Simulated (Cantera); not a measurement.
Feed: 1 mol Al2O3, 12 mol H2, 0.052 mol H2O, held at 1127 °C and 0.100 bar.

Equilibrium computed with Cantera from the NASA thermochemical tables; the gas is ideal and each condensed phase is pure. Candidate condensed phases: Al, Al2O3, H2O; 19 gas species. Rates play no part.

Base state: H2 0.996, H2O 0.00431, H 1.53e-5 (mole fractions); condensed: Al2O3(s).

Problem. What changes in the equilibrium state with this change: temperature from 1127 °C to 1527 °C?

Solution. 
| species | before | after |
|---|---|---|
| H2 | 0.996 | 0.995 |
| H2O | 0.00431 | 0.00431 |
| H | 1.53e-5 | 0.00113 |
| Al2O3(s), mol | 1.00 | 1.000 |
